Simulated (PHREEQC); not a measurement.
Make-up at 25 °C: 0.0019 mol CuSO4, 0.00014 mol HNO3 and 0.0014 mol CO2 per kg of water. Closed to the air; pH follows from the charge balance.

Model: ion-association model, wateq4f.dat, run in PHREEQC.

Each row changes one thing in this solution. This is a speciation only: nothing precipitates in the calculation.

```json
[
 {"case": "as made", "pH": "3.91", "ionic strength (mol/kgw)": "0.00662", "Cu+2 (mol/kgw)": "0.00162", "HCO3- (mol/kgw)": "5.44e-6", "CuHCO3+ (mol/kgw)": "3.19e-6", "CuOH+ (mol/kgw)": "1.03e-7", "SI of Tenorite (CuO)": "-2.74", "SI of Cu(OH)2 (Cu(OH)2)": "-3.76"},
 {"case": "HNO3 from 0.00014 to 0.0014 mol/kgw", "pH": "2.93", "ionic strength (mol/kgw)": "0.00774", "Cu+2 (mol/kgw)": "0.00165", "HCO3- (mol/kgw)": "5.83e-7", "CuHCO3+ (mol/kgw)": "3.40e-7", "CuOH+ (mol/kgw)": "1.09e-8", "SI of Tenorite (CuO)": "-4.69", "SI of Cu(OH)2 (Cu(OH)2)": "-5.71"},
 {"case": "CuSO4 replaced by CuCl2 at the same molality", "pH": "3.86", "ionic strength (mol/kgw)": "0.00581", "Cu+2 (mol/kgw)": "0.00188", "HCO3- (mol/kgw)": "4.86e-6", "CuHCO3+ (mol/kgw)": "3.37e-6", "CuOH+ (mol/kgw)": "1.08e-7", "SI of Tenorite (CuO)": "-2.76", "SI of Cu(OH)2 (Cu(OH)2)": "-3.78"},
 {"case": "diluted 100-fold with water", "pH": "5.49", "ionic strength (mol/kgw)": "7.87e-5", "Cu+2 (mol/kgw)": "1.88e-5", "HCO3- (mol/kgw)": "1.71e-6", "CuHCO3+ (mol/kgw)": "1.55e-8", "CuOH+ (mol/kgw)": "5.66e-8", "SI of Tenorite (CuO)": "-1.38", "SI of Cu(OH)2 (Cu(OH)2)": "-2.40"},
 {"case": "temperature from 25 to 85 °C", "pH": "4.02", "ionic strength (mol/kgw)": "0.00633", "Cu+2 (mol/kgw)": "0.00157", "HCO3- (mol/kgw)": "7.07e-6", "CuHCO3+ (mol/kgw)": "3.87e-6", "CuOH+ (mol/kgw)": "1.26e-7", "SI of Tenorite (CuO)": "-0.67", "SI of Cu(OH)2 (Cu(OH)2)": "-1.69"}
]
```

Away from 25 °C the constants follow the database's enthalpies or fits; those with neither stay at their 25 °C values.
